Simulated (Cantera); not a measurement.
## Equilibrium for silicon carbide growth: CH₃SiCl₃ + HCl + H₂

Charge: 1 mol CH₃SiCl₃, 2.2 mol HCl, a varied amount of H₂, held at 1073 K and 0.590 bar.

Method: chemical equilibrium by Gibbs-energy minimisation in Cantera with the NASA 1993 tables (ideal gas, pure condensed phases). Candidate condensed phases: C, C₆H₆, C₇H₈, C₈H₁₈, Si, SiC; 109 gas species. The feed counts by its element totals alone. The tables' values for SiCl₃ are old estimates; treat these amounts as uncertain. The numbers say what is thermodynamically allowed, not how fast it happens.

From 220 mol H₂ to 1900 mol H₂ the condensed part is SiC(s). The main Si-bearing gas is SiCl₄ at 220 mol H₂ and SiHCl₃ at 1900 mol H₂. The share of Si in condensed phases is highest at 1900 mol H₂ (90.7 %) and lowest at 220 mol H₂ (75.0 %).

| n(H₂) (mol) | x H₂ | x HCl | x CH₄ | x SiCl₄ | x SiHCl₃ | x SiH₂Cl₂ | x SiCl₃ | x SiCl₂ | n SiC(s) |
|---|---|---|---|---|---|---|---|---|---|
| 220 | 0.979 | 0.0192 | 0.00111 | 0.000646 | 0.000403 | 2.94e-5 | 2.21e-5 | 1.21e-5 | 0.750 |
| 470 | 0.990 | 0.00979 | 0.000353 | 0.000138 | 0.000170 | 2.46e-5 | 9.30e-6 | 1.00e-5 | 0.832 |
| 710 | 0.993 | 0.00668 | 0.000191 | 5.49e-5 | 1.00e-4 | 2.13e-5 | 5.45e-6 | 8.65e-6 | 0.863 |
| 960 | 0.995 | 0.00502 | 0.000124 | 2.71e-5 | 6.57e-5 | 1.86e-5 | 3.58e-6 | 7.56e-6 | 0.880 |
| 1200 | 0.996 | 0.00405 | 9.07e-5 | 1.57e-5 | 4.74e-5 | 1.66e-5 | 2.58e-6 | 6.75e-6 | 0.891 |
| 1400 | 0.996 | 0.00349 | 7.35e-5 | 1.07e-5 | 3.75e-5 | 1.53e-5 | 2.04e-6 | 6.19e-6 | 0.897 |
| 1700 | 0.997 | 0.00290 | 5.67e-5 | 6.56e-6 | 2.77e-5 | 1.36e-5 | 1.50e-6 | 5.51e-6 | 0.903 |
| 1900 | 0.997 | 0.00260 | 4.91e-5 | 4.92e-6 | 2.31e-5 | 1.27e-5 | 1.26e-6 | 5.14e-6 | 0.907 |
x: gas mole fraction; n: condensed amount in mol.
